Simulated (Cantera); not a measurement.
An isothermal, constant-pressure homogeneous reactor starts with C2H6 : N2 = 1 : 87 (molar parts), at 1800 K and 10.00 Torr. Integrator tolerance rtol = 1e-08.

Cantera simulation using GRI-Mech 3.0 (53 species, 325 reactions); the numbers are that mechanism's predictions, not measurements. GRI-Mech 3.0 stops at C3 and has no aromatics, soot or wall deposition, so with more carbon than oxygen in the feed, carbon stays in small species such as C2H2 where larger ones or solid carbon would form. Radical loss at walls, strong at low pressure, is not modelled.

Q: What does this change do: temperature 1800 to 1100 K?

A: 
```tsv
quantity	before	after
x(C2H6) at 100 s	<1e-12 (gas-phase equilibrium <1e-12)	9.29e-7 (gas-phase equilibrium 8.29e-9)
x(HCN) at 100 s	0.000152 (gas-phase equilibrium 0.0200)	3.88e-10 (gas-phase equilibrium 0.0159)
x(CH3) at 100 s	1.98e-8 (gas-phase equilibrium 3.54e-8)	1.16e-7 (gas-phase equilibrium 1.89e-8)
x(H2) at 100 s	0.0220 (gas-phase equilibrium 0.0220)	0.0157 (gas-phase equilibrium 0.0212)
x(CH4) at 100 s	4.67e-8 (gas-phase equilibrium 8.33e-8)	0.00129 (gas-phase equilibrium 0.000668)
x(C2H4) at 100 s	7.51e-8 (gas-phase equilibrium 7.51e-9)	0.00473 (gas-phase equilibrium 5.24e-5)
```

Q: What does this change do: N2 87 to 570 parts?

A: 
```json
[
 {"quantity": "x(C2H6) at 100 s", "before": "<1e-12 (gas-phase equilibrium <1e-12)", "after": "<1e-12 (gas-phase equilibrium <1e-12)"},
 {"quantity": "x(HCN) at 100 s", "before": "0.000152 (gas-phase equilibrium 0.0200)", "after": "0.000133 (gas-phase equilibrium 0.00343)"},
 {"quantity": "x(CH3) at 100 s", "before": "1.98e-8 (gas-phase equilibrium 3.54e-8)", "after": "1.38e-9 (gas-phase equilibrium 9.19e-10)"},
 {"quantity": "x(H2) at 100 s", "before": "0.0220 (gas-phase equilibrium 0.0220)", "after": "0.00340 (gas-phase equilibrium 0.00340)"},
 {"quantity": "x(CH4) at 100 s", "before": "4.67e-8 (gas-phase equilibrium 8.33e-8)", "after": "1.31e-9 (gas-phase equilibrium 8.52e-10)"},
 {"quantity": "x(C2H4) at 100 s", "before": "7.51e-8 (gas-phase equilibrium 7.51e-9)", "after": "1.77e-9 (gas-phase equilibrium 3.28e-11)"}
]
```
